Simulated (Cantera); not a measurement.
Input: 1 mol Fe2O3, a varied amount of CO, at 1550 K and 0.233 Torr.

Cantera equilibrium calculation (NASA polynomials, part measured and part estimated; ideal gas, pure solids and liquids). Candidate condensed phases: C, Fe, Fe(CO)5, FeO, Fe2O3, Fe3O4; 15 gas species. Mutual solubility and eutectic melting of coexisting phases are not modelled. The tables' stoichiometric FeO is somewhat more stable than real wüstite, so its field is too wide. FeO: taken at fixed stoichiometry. Equilibrium is a limit: real reactors are often held back by kinetics, nucleation or transport.

x: gas mole fraction; n: condensed amount in mol.

| n(CO) (mol) | x CO | x CO2 | x Fe | x FeO | x O2 | x O | n FeO(s) | n Fe(γ) |
|---|---|---|---|---|---|---|---|---|
| 2.1 | 0.523 | 0.476 | 0.000233 | 2.91e-6 | 2.73e-7 | 2.32e-7 | 2.00 | 0 |
| 2.6 | 0.615 | 0.385 | 0.000339 | 2.91e-6 | 1.29e-7 | 1.60e-7 | 2.00 | 0 |
| 3.2 | 0.687 | 0.313 | 0.000466 | 2.91e-6 | 6.84e-8 | 1.16e-7 | 2.00 | 0 |
| 3.9 | 0.743 | 0.257 | 0.000613 | 2.91e-6 | 3.94e-8 | 8.83e-8 | 2.00 | 0 |
| 4.8 | 0.790 | 0.209 | 0.000802 | 2.91e-6 | 2.30e-8 | 6.75e-8 | 2.00 | 0 |
| 5.9 | 0.829 | 0.170 | 0.00103 | 2.91e-6 | 1.39e-8 | 5.25e-8 | 1.99 | 0 |
| 7.3 | 0.861 | 0.138 | 0.00132 | 2.91e-6 | 8.49e-9 | 4.10e-8 | 1.99 | 0 |
| 8.9 | 0.863 | 0.135 | 0.00135 | 2.91e-6 | 8.11e-9 | 4.00e-8 | … | 0.195 |
| 11 | 0.863 | 0.135 | 0.00135 | 2.91e-6 | 8.11e-9 | 4.00e-8 | … | 0.477 |
| 13 | 0.863 | 0.135 | 0.00135 | 2.91e-6 | 8.11e-9 | 4.00e-8 | … | 0.745 |
| 17 | 0.863 | 0.135 | 0.00135 | 2.91e-6 | 8.11e-9 | 4.00e-8 | … | 1.28 |

Task: Complete the blanks.

Result: 
- 8.9, n FeO(s): 1.79
- 11, n FeO(s): 1.51
- 13, n FeO(s): 1.24
- 17, n FeO(s): 0.695
